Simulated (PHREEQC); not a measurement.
**Acid rinse or clean: an equilibrium model**

Dissolve 0.16 mol H2SO4, 0.0066 mol AlCl3 and 0.2 mol KCl per kg of water at 25 °C. Closed to the air; pH follows from the charge balance.

Computed with PHREEQC (ion-association model, phreeqc.dat).

Precipitation was switched off in this run.

Question: What pH does the model give?

Answer: pH 0.81.

Question: In which forms is S present?

Answer: HSO4- 75 %, SO4-2 17 %, KSO4- 4.6 %, AlSO4+ 2.6 %, Al(SO4)2- 1.0 % of the S.
